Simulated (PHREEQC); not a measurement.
Consider water at 20 °C with 28 mmol/kgw H2SeO4 and 0.31 mmol/kgw H3PO4. Closed to the air; pH follows from the charge balance.

The numbers come from PHREEQC with the ion-association model, wateq4f.dat.

Precipitation was switched off in this run.

**Question.** What pH does the model give?

**Answer.** pH 1.43.

**Question.** In which forms is P present?

**Answer.** H3PO4 81 %, H2PO4- 19 % of the P.

H3PO4, which wateq4f.dat lacks, is added to it with the constant of phreeqc.dat.
